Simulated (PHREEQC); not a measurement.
A made-up water analysis in mmol/kgw, 20 °C, pH 8.32, pe 10:

```
constituent           mmol/kgw
--------------------  --------
Na                        3.65
K                        0.847
Ca                       0.241
Mg                        1.54
Cl                       0.996
S(6)                       2.1
Alkalinity (meq/kgw)      2.71
Br                      0.0792
Li                      0.0309
Pb                       0.197
```

Valence states are taken as typed.

Model: ion-association model, phreeqc.dat, run in PHREEQC.

Precipitation was switched off in this run.

Q: Predict the ionic strength.

A: ionic strength 0.0106 mol/kgw.

Q: In which forms is Pb present?

A: PbCO3 91 %, Pb(CO3)2-2 6.1 %, PbOH+ 1.4 %, PbHCO3+ 0.5 % of the Pb.

Examples of supersaturated solids here: Cerussite, Pb(OH)2. Others may be too. Species that the database lacks are ignored.
